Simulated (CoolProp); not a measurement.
Saturation properties of n-pentane.

Computed with CoolProp (reference Helmholtz-energy equation of state, Thol 2019).

```csv
T (K),p (kPa),liquid cp (kJ/(kg K)),liquid conductivity (mW/(m K))
217,0.8522,2.030,143
237,…,…,135
257,11.10,2.149,128
277,29.06,2.225,120
297,65.49,2.311,112
317,131.2,2.407,105
337,239.4,2.512,98.4
357,405.4,2.630,…
377,646.0,2.766,86.5
397,979.9,2.933,81.6
417,1428,3.165,77.5
437,2014,3.574,74.6
457,…,4.991,75.4
```

### Question
What belongs in the gaps?

### Answer

- 237, p (kPa): 3.492
- 237, liquid cp (kJ/(kg K)): 2.083
- 357, liquid conductivity (mW/(m K)): 92.2
- 457, p (kPa): 2770

It boils at 309.2 K under 1 atm.

Thermal conductivity comes from a separate model (Vassiliou 2015).
